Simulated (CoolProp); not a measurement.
Properties of cyclohexane along the isobar 2930 kPa (Tc = 553.6 K, pc = 4081 kPa, ω = 0.209).

Model: reference Helmholtz-energy equation of state, Zhou 2014, in CoolProp.

```
T (K)   phase  density (kg/m³)
-----  ------  ---------------
406    liquid            669.1
427.4  liquid            644.8
448.8  liquid            618.6
470.2  liquid            589.3
491.6  liquid            555.1
513    liquid            511.2
534.4     gas            91.41
555.8     gas            77.32
577.2     gas            69.16
598.6     gas            63.41
620       gas            58.97
```
